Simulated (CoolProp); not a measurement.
C3F8 (R218) at 298.15 K and 0.292 MPa is throttled through a valve to 0.186 MPa with no heat exchange. Each further row changes one setting.

Model: reference Helmholtz-energy equation of state, Lemmon 2006, in CoolProp. It is a short technical equation, of lower accuracy than the large ones.

| case | temperature change (K) | final density (kg/m³) |
|---|---|---|
| as stated | -1.4 | 14.8 |
| outlet pressure 0.0558 MPa | -3.2 | 4.33 |
| outlet pressure 0.242 MPa | -0.7 | 19.4 |
